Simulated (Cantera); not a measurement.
A closed system holds: 1 mol TiO₂, 0.57 mol C, 0.025 mol CO, held at 1748.15 K and 2.70 bar.

Equilibrium computed with Cantera from the NASA thermochemical tables; the gas is ideal and each condensed phase is pure. Candidate condensed phases: C, Ti, TiC, TiO, TiO₂, Ti₂O₃, Ti₃O₅, Ti₄O₇; 15 gas species. Mutual solubility and eutectic melting of coexisting phases are not modelled. TiC: taken at fixed stoichiometry. The numbers say what is thermodynamically allowed, not how fast it happens.

Base state: CO 1.000, CO₂ 0.000388 (mole fractions); condensed: TiC(s) + Ti₃O₅(s).

Question: What changes in the equilibrium state with this change: temperature from 1748.15 K to 2300 K?

Answer: 
```tsv
species	before	after
CO	1.000	1.000
CO₂	0.000388	0.000299
TiO	<1e-9	1.33e-5
TiC(s), mol	0.0888	0.0281
Ti₃O₅(s), mol	0.304	0
Ti₂O₃(l), mol	0	0.486
```

Question: What changes in the equilibrium state with this change: TiO₂ replaced by MgO?

Answer: 
```json
[
 {"species": "CO", "before": "1.000", "after": "1.000"},
 {"species": "CO₂", "before": "0.000388", "after": "0.000278"},
 {"species": "Mg", "before": "0", "after": "8.95e-5"},
 {"species": "TiC(s), mol", "before": "0.0888", "after": "0"},
 {"species": "Ti₃O₅(s), mol", "before": "0.304", "after": "0"},
 {"species": "C(graphite), mol", "before": "0", "after": "0.570"},
 {"species": "MgO(s), mol", "before": "0", "after": "1.000"}
]
```
Further candidate phases: Mg, MgCO₃, MgO.

Question: What changes in the equilibrium state with this change: TiO₂ replaced by Fe₃O₄?

Answer: 
```tsv
species	before	after
CO₂	0.000388	0.723
CO	1.000	0.277
TiC(s), mol	0.0888	0
Ti₃O₅(s), mol	0.304	0
FeO(l), mol	0	3.00
```
The tables' stoichiometric FeO is somewhat more stable than real wüstite, so its field is too wide. FeO: taken at fixed stoichiometry. Further candidate phases: Fe, Fe(CO)₅, FeO, Fe₂O₃, Fe₃O₄.
